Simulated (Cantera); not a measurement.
Input: 1 mol CHF₃, 0.039 mol CH₄, held at 33.0 mbar.

Equilibrium computed with Cantera from the NASA thermochemical tables; the gas is ideal and each condensed phase is pure. Candidate condensed phases: C, C₆H₆, C₇H₈, C₈H₁₈; 95 gas species. Gases not in the tables: C₂F₆ and larger saturated fluorocarbons. Equilibrium is a limit: real reactors are often held back by kinetics, nucleation or transport.

**Question.** What share of the C ends up in condensed phases as a function of T (K), at 1900, 1950, 2000, 2050, 2100, 2150, 2200, 2250, 2300, 2350, 2400?

**Answer.** 
```
T (K)  C condensed (%)           as
-----  ---------------  -----------
1900              54.7  C(graphite)
1950              54.2  C(graphite)
2000              53.5  C(graphite)
2050              52.5  C(graphite)
2100              51.2  C(graphite)
2150              49.5  C(graphite)
2200              47.5  C(graphite)
2250              45.3  C(graphite)
2300              43.0  C(graphite)
2350              41.2  C(graphite)
2400              40.3  C(graphite)
```
